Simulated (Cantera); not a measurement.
## PbO + C + N2 (carbothermic reduction)

Input: 1 mol PbO, 3.3 mol C, a varied amount of N2, equilibrated at 2075 K and 0.120 bar.

These are equilibrium values from Cantera (NASA tables, ideal gas, pure condensed phases), not measurements of a reactor. Candidate condensed phases: C, Pb, PbO, PbO2, Pb3O4; 27 gas species. Kinetics and transport are ignored.

| n(N2) (mol) | log p N2 | log p CO | log p Pb | log p Pb2 | log p CN | log p C2N2 | log p CO2 | log p PbO | n C(graphite) |
|---|---|---|---|---|---|---|---|---|---|
| 0.33 | -1.77 | -1.29 | -1.29 | -4.95 | -6.72 | -7.21 | -7.32 | -8.86 | 2.30 |
| 0.44 | -1.66 | -1.31 | -1.31 | -4.99 | -6.67 | -7.11 | -7.36 | -8.90 | 2.30 |
| 0.59 | -1.56 | -1.33 | -1.33 | -5.04 | -6.62 | -7.01 | -7.41 | -8.95 | 2.30 |
| 0.8 | -1.46 | -1.37 | -1.37 | -5.11 | -6.57 | -6.91 | -7.48 | -9.02 | 2.30 |
| 1.1 | -1.37 | -1.41 | -1.41 | -5.20 | -6.52 | -6.82 | -7.57 | -9.11 | 2.30 |
| 1.4 | -1.31 | -1.45 | -1.45 | -5.28 | -6.49 | -6.75 | -7.65 | -9.19 | 2.30 |
| 1.9 | -1.23 | -1.51 | -1.51 | -5.40 | -6.46 | -6.68 | -7.77 | -9.31 | 2.30 |
| 2.6 | -1.17 | -1.58 | -1.58 | -5.54 | -6.42 | -6.61 | -7.91 | -9.45 | 2.30 |
| 3.5 | -1.12 | -1.66 | -1.66 | -5.70 | -6.40 | -6.56 | -8.06 | -9.61 | 2.30 |
| 4.7 | -1.07 | -1.75 | -1.75 | -5.87 | -6.38 | -6.52 | -8.24 | -9.78 | 2.30 |
| 6.3 | -1.04 | -1.84 | -1.84 | -6.05 | -6.36 | -6.49 | -8.42 | -9.96 | 2.30 |
| 8.5 | -1.01 | -1.94 | -1.94 | -6.26 | -6.34 | -6.46 | -8.63 | -10.17 | 2.30 |
| 11 | -0.99 | -2.03 | -2.03 | -6.44 | -6.34 | -6.44 | -8.81 | -10.35 | 2.30 |
log p: log10 of the partial pressure in bar; n: condensed amount in mol.

From 0.33 mol N2 to 11 mol N2 the condensed part is C(graphite). The main Pb-bearing gas is Pb throughout.
